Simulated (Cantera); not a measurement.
Charge: 1 mol SiCl4, 2.5 mol Cl2, 0.51 mol H2, held at 1200 K and 353 Torr.

These are equilibrium values from Cantera (NASA tables, ideal gas, pure condensed phases), not measurements of a reactor. Candidate condensed phases: Si; 19 gas species. Equilibrium is a limit: real reactors are often held back by kinetics, nucleation or transport.

Base state: Cl2 0.493, HCl 0.254, SiCl4 0.249, Cl 0.00484 (mole fractions); condensed: gas only.

Q: What changes in the equilibrium state with this change: temperature from 1200 K to 623 K?

A: 
| species | before | after |
|---|---|---|
| Cl2 | 0.493 | 0.496 |
| HCl | 0.254 | 0.254 |
| SiCl4 | 0.249 | 0.249 |
| Cl | 0.00484 | 4.98e-8 |
